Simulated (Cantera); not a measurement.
Input: 1 mol MgO, 4.7 mol H2, at 1.80 Torr.

Cantera equilibrium calculation (NASA polynomials, part measured and part estimated; ideal gas, pure solids and liquids). Candidate condensed phases: H2O, Mg, MgO, Mg(OH)2; 15 gas species. The tables' values for MgH are old estimates; treat these amounts as uncertain. Equilibrium is a limit: real reactors are often held back by kinetics, nucleation or transport. All values below are at 2327 °C.

Base state: H 0.434, H2 0.307, Mg 0.130, H2O 0.0770, OH 0.0252, O 0.0230, O2 0.00235, MgO 0.000538 (mole fractions); condensed: gas only.

### Question
What changes in the equilibrium state with this change: pressure from 1.80 Torr to 0.0750 Torr?

### Answer
```json
[
 {"species": "H", "before": "0.434", "after": "0.776"},
 {"species": "Mg", "before": "0.130", "after": "0.0922"},
 {"species": "O", "before": "0.0230", "after": "0.0816"},
 {"species": "H2", "before": "0.307", "after": "0.0409"},
 {"species": "H2O", "before": "0.0770", "after": "0.00151"},
 {"species": "OH", "before": "0.0252", "after": "0.00664"},
 {"species": "MgOH", "before": "0.000249", "after": "1.94e-6"},
 {"species": "MgH", "before": "7.29e-5", "after": "3.85e-6"}
]
```
